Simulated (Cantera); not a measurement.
Feed: 1 mol SiH₂Cl₂, 0.07 mol HCl, 47 mol H₂, at 0.180 bar.

Points: T (K) = 875, 925, 975, 1025, 1075, 1125, 1175, 1225, 1275, 1325, 1375.

Cantera's Mixture.equilibrate('TP', solver="vcs", rtol=1e-11, max_steps=5000) on the NASA tables stopped like this:

```
ERROR: FAILURE its = 5001!

*******************************************************************************
CanteraError thrown by MultiPhase::equilibrate:
VCS solver failed. Return code: -1
*******************************************************************************
```

Question: What got this run through?

Answer: This is not unique; one that fits is The failure is numerical, not chemical. The same input converged with solver="gibbs", rtol=1e-10, max_steps=50000, and the result passed a check of the equilibrium conditions:
```
log10 of partial pressures in bar; condensed amounts in mol
       T/K        H2       HCL     SiCL4    SiHCL3     SiCL2     SiCL3   SiH2CL2         H    Si(cr)
       875    -0.751    -3.310    -2.957    -3.058    -5.763    -5.241    -4.198   -10.675    0.4472
       925    -0.751    -3.087    -2.979    -3.083    -5.263    -4.920    -4.195    -9.960    0.4716
       975    -0.752    -2.891    -3.014    -3.118    -4.823    -4.644    -4.201    -9.318    0.5054
      1025    -0.753    -2.722    -3.069    -3.167    -4.438    -4.414    -4.219    -8.738    0.5488
      1075    -0.755    -2.576    -3.153    -3.237    -4.107    -4.230    -4.253    -8.211    0.6003
      1125    -0.756    -2.456    -3.275    -3.336    -3.830    -4.098    -4.307    -7.730    0.6557
      1175    -0.758    -2.362    -3.450    -3.473    -3.609    -4.025    -4.388    -7.291    0.7086
      1225    -0.759    -2.296    -3.688    -3.658    -3.445    -4.015    -4.501    -6.886    0.7516
      1275    -0.760    -2.254    -3.986    -3.886    -3.334    -4.067    -4.645    -6.513    0.7805
      1325    -0.761    -2.231    -4.325    -4.146    -3.264    -4.162    -4.809    -6.167    0.7961
      1375    -0.761    -2.221    -4.680    -4.416    -3.220    -4.282    -4.981    -5.846    0.8025
```

The gas is ideal and each condensed phase is pure. The tables' values for SiCl3 are old estimates; treat these amounts as uncertain.
